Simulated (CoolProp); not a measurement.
Vapour-liquid equilibrium of R227EA (1) + n-butane (2) at 0.535 MPa; x and y are mole fractions of (1).

The numbers come from the multi-fluid Helmholtz-energy mixture model, Lemmon 2016 and Bücker 2006; pair parameters Bell 2016 in CoolProp.

### Question
Give the bubble temperature and the first vapour's composition at x = 0.35, 0.8, 0.95. Is there an azeotrope?

### Answer
x = 0.35: 28.7 °C, y = 0.569; x = 0.8: 26.8 °C, y = 0.762; x = 0.95: 29.0 °C, y = 0.919. y crosses x between x = 0.65 and 0.8: the model has an azeotrope there.

Pair parameters are fitted to limited data, so mixtures are less certain than the pure fluids. With so large a gap from Raoult's law the liquid may split in two, which this calculation doesn't test in full.
